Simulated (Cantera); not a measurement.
A Cantera script and what it prints.

```python
import numpy as np
import cantera as ct

gas_names = [...]  # 113 gases of nasa_gas.yaml made of C, H, O, Pb
cond_names = """
    C(gr) C6H6(L) C7H8(L) C8H18(L),n-octa H2O(s) H2O(L) Pb(cr) Pb(L) PbO(rd) PbO(yw) PbO(L) PbO2(s)
    Pb3O4(s)
""".split()


# ... load() reads the species with a 1 bar reference pressure and builds the phases ...
atoms = {
    'PbO': {'Pb': 1, 'O': 1},
    'C': {'C': 1},
    'H2': {'H': 2},
}
top_T = {'C(gr)': 4500, 'Pb3O4(s)': 820}  # K; cautious upper limits of use, not melting points


# ... equilibrate(T, P, feed) seeds the gas with the atoms and calls Mixture.equilibrate('TP', solver="vcs", rtol=1e-11, max_steps=5000) ...
results = []
feed = {'PbO': 1, 'C': 0.68, 'H2': 0.36}  # mol
P = 13332.2  # Pa
for T in [1925, 1975, 2025, 2075, 2125, 2175, 2225, 2275, 2325, 2375, 2425, 2475, 2525, 2575]:
    mix = equilibrate(T, P, feed)
    results.append((T, P, feed, dict(zip(mix.species_names, mix.species_moles))))

top = {s: max(r[3][s] / sum(r[3][g] for g in gas_names) for r in results) for s in gas_names}
cols = sorted((s for s in top if top[s] > 1e-05), key=lambda s: -top[s])[:6]
seen = [c for c in cond_names if any(r[3].get(c, 0) > 1e-12 for r in results)]
print("log10 of partial pressures in bar; condensed amounts in mol")
print(f"{'T/K':>10s}" + "".join(f"{s[:9]:>10s}" for s in cols + seen))
for T, P, feed, n in results:
    ng = sum(n[g] for g in gas_names)
    print(f"{T:10.4g}" + "".join(f"{np.log10(max(n[s] / ng * P / 1e5, 1e-99)):10.3f}" for s in cols)
          + "".join(f"{n.get(c, 0):10.4g}" for c in seen))
```

Output:

```
log10 of partial pressures in bar; condensed amounts in mol
       T/K        Pb        CO       H2O        H2       CO2         H
      1925    -1.187    -1.447    -1.921    -1.940    -2.062    -3.990
      1975    -1.187    -1.445    -1.918    -1.945    -2.070    -3.836
      2025    -1.188    -1.443    -1.915    -1.950    -2.078    -3.690
      2075    -1.188    -1.441    -1.913    -1.954    -2.086    -3.552
      2125    -1.189    -1.440    -1.911    -1.958    -2.094    -3.419
      2175    -1.190    -1.438    -1.911    -1.963    -2.102    -3.293
      2225    -1.191    -1.437    -1.911    -1.967    -2.110    -3.172
      2275    -1.192    -1.436    -1.912    -1.971    -2.119    -3.057
      2325    -1.193    -1.435    -1.915    -1.976    -2.128    -2.947
      2375    -1.195    -1.434    -1.919    -1.981    -2.137    -2.841
      2425    -1.197    -1.433    -1.924    -1.987    -2.147    -2.741
      2475    -1.199    -1.432    -1.932    -1.993    -2.158    -2.644
      2525    -1.201    -1.431    -1.942    -2.000    -2.170    -2.552
      2575    -1.204    -1.431    -1.954    -2.007    -2.184    -2.464
```

Cantera equilibrium calculation (NASA polynomials, part measured and part estimated; ideal gas, pure solids and liquids). Gases not in the tables: (PbO)n polymers.
